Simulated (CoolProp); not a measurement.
Values from CoolProp's reference Helmholtz-energy equation of state, Lemmon 2006. It is a short technical equation, of lower accuracy than the large ones.

Question: Give the vapour pressure (MPa), liquid density (kg/m³), vapour density (kg/m³), enthalpy of vaporisation (kJ/kg) of saturated acetone at 47.55, 65.55, 83.45 °C.

Answer: 
```tsv
T (°C)	p (MPa)	liquid density (kg/m³)	vapour density (kg/m³)	enthalpy of vaporisation (kJ/kg)
47.55	0.0750	759	1.71	511
65.55	0.139	738	3.05	491
83.45	0.238	715	5.11	470
```
